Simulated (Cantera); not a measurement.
Charge: 1 mol SiH₄, 1.4 mol CH₄, 650 mol H₂, equilibrated at 44.0 mbar.

These are equilibrium values from Cantera (NASA tables, ideal gas, pure condensed phases), not measurements of a reactor. Candidate condensed phases: C, C₆H₆, C₇H₈, C₈H₁₈, Si, SiC; 87 gas species. Gases not in the tables: Si₂H₆ and higher silanes. The numbers say what is thermodynamically allowed, not how fast it happens.

x: gas mole fraction; n: condensed amount in mol.

```csv
T (K),x H₂,x H,x Si,x C₂H₂ (acetylene),x CH₄,x SiH,x Si₂C,n C(graphite),n SiC(s)
1348,1.000,1.10e-5,1.61e-11,1.20e-6,0.000257,2.17e-11,<1e-12,0.230,1.000
1448,1.000,…,…,…,…,…,<1e-12,0.297,1.000
1548,1.000,…,…,…,…,…,…,0.320,1.000
1648,0.999,0.000424,7.22e-8,4.47e-5,5.89e-5,2.79e-8,3.15e-10,0.302,1.000
1748,0.999,0.00109,6.24e-7,0.000113,4.04e-5,1.74e-7,4.98e-9,0.226,0.999
1848,0.997,0.00252,4.25e-6,0.000257,2.88e-5,8.88e-7,5.79e-8,0.0473,0.996
1948,0.994,0.00537,3.10e-5,0.000316,1.63e-5,4.98e-6,6.77e-7,0,0.972
2048,0.989,0.0106,0.000179,0.000407,1.01e-5,2.27e-5,5.97e-6,0,0.847
2148,0.979,0.0197,0.000733,0.000725,7.73e-6,7.47e-5,3.58e-5,0,0.379
```

**Question.** What belongs in the gaps?

**Answer.** 
- 1548, x H: 0.000147
- 1548, x Si: 6.31e-9
- 1548, x C₂H₂ (acetylene): 1.57e-5
- 1548, x CH₄: 9.02e-5
- 1548, x SiH: 3.51e-9
- 1548, x Si₂C: 1.39e-11
- 1448, x H: 4.39e-5
- 1448, x Si: 3.92e-10
- 1448, x C₂H₂ (acetylene): 4.75e-6
- 1448, x CH₄: 0.000147
- 1448, x SiH: 3.30e-10
